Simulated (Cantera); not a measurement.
## Al(CH₃)₃ + H₂O + N₂ (aluminium nitride and oxide growth)

Feed: 1 mol Al(CH₃)₃, 1.4 mol H₂O, 360 mol N₂, equilibrated at 2023 K and 0.0410 bar.

Method: chemical equilibrium by Gibbs-energy minimisation in Cantera with the NASA 1993 tables (ideal gas, pure condensed phases). Candidate condensed phases: Al, AlN, Al₂O₃, C, C₆H₆, C₇H₈, C₈H₁₈, H₂O; 148 gas species. The feed counts by its element totals alone. Kinetics and transport are ignored.

```yaml
x(N₂): 0.976
x(H₂): 0.0144
x(CO): 0.00380
x(Al): 0.00270
x(HCN): 0.00191
x(H): 0.00113
x(HNC): 0.000113
x(AlH): 1.74e-5
x(C₂H₂ (acetylene)): 1.29e-5
n(C(graphite)): 0.841 mol
gas_amount: 368.5 mol
log10 activity of Al(l) (absent): -1.83
```
